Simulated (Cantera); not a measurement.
Input: 1 mol SiC, 0.15 mol H2O, 76 mol H2, 0.19 mol CO2, equilibrated at 1175 K and 1 atm.

Cantera equilibrium calculation (NASA polynomials, part measured and part estimated; ideal gas, pure solids and liquids). Candidate condensed phases: C, C6H6, C7H8, C8H18, H2O, Si, SiC, SiO2; 123 gas species. Mutual solubility and eutectic melting of coexisting phases are not modelled. The tables hold silica as quartz up to 1696 K and as liquid above; real silica turns to tridymite and cristobalite and melts near 1996 K. Kinetics and transport are ignored.

Base state: H2 0.994, CH4 0.00600 (mole fractions); condensed: SiC(s) + SiO2(β-quartz).

### Question
What changes in the equilibrium state with this change: SiC replaced by Si?

### Answer
| species | before | after |
|---|---|---|
| H2 | 0.994 | 1.000 |
| CH4 | 0.00600 | 2.80e-5 |
| SiC(s), mol | 0.735 | 0.188 |
| SiO2(β-quartz), mol | 0.265 | 0.265 |
| Si(s), mol | 0 | 0.547 |

### Question
What changes in the equilibrium state with this change: SiC replaced by Si3N4?

### Answer
| species | before | after |
|---|---|---|
| H2 | 0.994 | 0.995 |
| CH4 | 0.00600 | 0.00250 |
| N2 | 0 | 0.00232 |
| NH3 | 0 | 1.04e-5 |
| SiC(s), mol | 0.735 | 0 |
| SiO2(β-quartz), mol | 0.265 | 0 |
| Si2N2O(s), mol | 0 | 0.530 |
| Si3N4(s), mol | 0 | 0.647 |
Further candidate phases: Si2N2O, Si3N4.

### Question
What changes in the equilibrium state with this change: temperature from 1175 K to 1473.15 K?

### Answer
| species | before | after |
|---|---|---|
| H2 | 0.994 | 0.996 |
| CO | 4.94e-6 | 0.00325 |
| CH4 | 0.00600 | 0.00109 |
| SiO | 1.72e-8 | 4.13e-5 |
| H | 1.21e-7 | 1.26e-5 |
| H2O | 5.51e-7 | 1.85e-5 |
| SiC(s), mol | 0.735 | 0.858 |
| SiO2(β-quartz), mol | 0.265 | 0.139 |
